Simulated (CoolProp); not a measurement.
Vapour-liquid equilibrium of m-xylene (1) + n-decane (2) at 37.9 kPa; x and y are mole fractions of (1).

The numbers come from the multi-fluid Helmholtz-energy mixture model, Zhou 2012 and Lemmon 2006; pair parameters Bell 2016 in CoolProp.

**Question.** Give the bubble temperature and the first vapour's composition at x = 0.45, 0.55, 0.65. Is there an azeotrope?

**Answer.** x = 0.45: 119.8 °C, y = 0.698; x = 0.55: 116.8 °C, y = 0.776; x = 0.65: 114.0 °C, y = 0.840. No azeotrope shows between x = 0.05 and 0.95.

Pair parameters are fitted to limited data, so mixtures are less certain than the pure fluids.
